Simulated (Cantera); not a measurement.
## SiHCl3 + Cl2 + H2 (silicon epitaxy and polysilicon growth)

A closed system holds: 1 mol SiHCl3, 0.008 mol Cl2, a varied amount of H2, at 1227 °C and 0.710 bar.

Equilibrium computed with Cantera from the NASA thermochemical tables; the gas is ideal and each condensed phase is pure. Candidate condensed phases: Si; 19 gas species. The tables' values for SiCl3 are old estimates; treat these amounts as uncertain. The numbers say what is thermodynamically allowed, not how fast it happens.

```tsv
n(H2) (mol)	x H2	x HCl	x SiCl2	x SiCl3	x SiHCl3	x SiCl4	x SiH2Cl2	n Si(s)
33	0.930	0.0558	0.0108	0.00131	0.000869	0.000503	0.000239	0.522
40	0.940	0.0493	0.00830	0.000885	0.000592	0.000300	0.000186	0.569
47	0.948	0.0442	0.00661	0.000629	0.000423	0.000190	0.000149	0.608
57	0.956	0.0385	0.00497	0.000411	0.000277	0.000108	0.000113	0.652
68	0.962	0.0337	0.00379	0.000274	0.000185	6.26e-5	8.71e-5	0.691
82	0.968	0.0291	0.00281	0.000175	0.000119	3.45e-5	6.50e-5	0.730
98	0.972	0.0252	0.00210	0.000113	7.67e-5	1.92e-5	4.87e-5	0.763
120	0.977	0.0213	0.00149	6.73e-5	4.59e-5	9.66e-6	3.47e-5	0.798
140	0.980	0.0186	0.00114	4.51e-5	3.08e-5	5.66e-6	2.67e-5	0.822
170	0.983	0.0157	0.000808	2.69e-5	1.84e-5	2.84e-6	1.90e-5	0.848
200	0.986	0.0136	0.000602	1.73e-5	1.19e-5	1.58e-6	1.42e-5	0.868
240	0.988	0.0115	0.000431	1.05e-5	7.20e-6	8.10e-7	1.02e-5	0.887
290	0.990	0.00967	0.000303	6.19e-6	4.25e-6	4.01e-7	7.17e-6	0.904
```
x: gas mole fraction; n: condensed amount in mol.

From 33 mol H2 to 290 mol H2 the condensed part is Si(s). The main Si-bearing gas is SiCl2 throughout. The share of Si in condensed phases is highest at 290 mol H2 (90.4 %) and lowest at 33 mol H2 (52.2 %).
